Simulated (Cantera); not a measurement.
Feed: 1 mol SiH4, 1 mol NH3, 2.3 mol N2, equilibrated at 14.0 Pa.

These are equilibrium values from Cantera (NASA tables, ideal gas, pure condensed phases), not measurements of a reactor. Candidate condensed phases: Si, Si3N4; 18 gas species. Gases not in the tables: Si2H6 and higher silanes. Rates play no part.

### Question
What share of the Si ends up in condensed phases as a function of T (°C), at 777, 877, 977, 1077, 1177, 1277, 1377, 1477, 1577?

### Answer
```json
[
 {"T (°C)": "777", "Si condensed (%)": "100.0", "as": "Si3N4(s)"},
 {"T (°C)": "877", "Si condensed (%)": "100.0", "as": "Si3N4(s)"},
 {"T (°C)": "977", "Si condensed (%)": "100.0", "as": "Si3N4(s)"},
 {"T (°C)": "1077", "Si condensed (%)": "100.0", "as": "Si3N4(s)"},
 {"T (°C)": "1177", "Si condensed (%)": "100.0", "as": "Si3N4(s)"},
 {"T (°C)": "1277", "Si condensed (%)": "99.8", "as": "Si(s)"},
 {"T (°C)": "1377", "Si condensed (%)": "98.7", "as": "Si(s)"},
 {"T (°C)": "1477", "Si condensed (%)": "92.8", "as": "Si(l)"},
 {"T (°C)": "1577", "Si condensed (%)": "67.8", "as": "Si(l)"}
]
```
